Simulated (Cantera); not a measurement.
Input: 1 mol SiCl4, 0.85 mol N2, 1.9 mol NH3, held at 775 K and 2.30 mbar.

Method: chemical equilibrium by Gibbs-energy minimisation in Cantera with the NASA 1993 tables (ideal gas, pure condensed phases). Candidate condensed phases: NH4Cl, Si, Si3N4; 28 gas species. Rates play no part.

Base state: HCl 0.378, H2 0.300, N2 0.246, SiCl4 0.0769, SiHCl3 3.95e-5 (mole fractions); condensed: Si3N4(s).

**Question.** What changes in the equilibrium state with this change: SiCl4 replaced by SiF4?

**Answer.** 
```tsv
species	before	after
H2	0.300	0.504
N2	0.246	0.319
SiF4	0	0.177
HCl	0.378	0
SiCl4	0.0769	0
HF	0	7.99e-5
SiHCl3	3.95e-5	0
SiHF3	0	2.02e-5
Si3N4(s), mol	0.184	0
```

**Question.** What changes in the equilibrium state with this change: NH3 from 1.9 to 0.33 mol?

**Answer.** 
```
species         before    after
-------------  -------  -------
N2               0.246    0.352
SiCl4           0.0769    0.324
HCl              0.378    0.262
H2               0.300   0.0621
SiHCl3         3.95e-5  4.98e-5
Si3N4(s), mol    0.184   0.0559
```
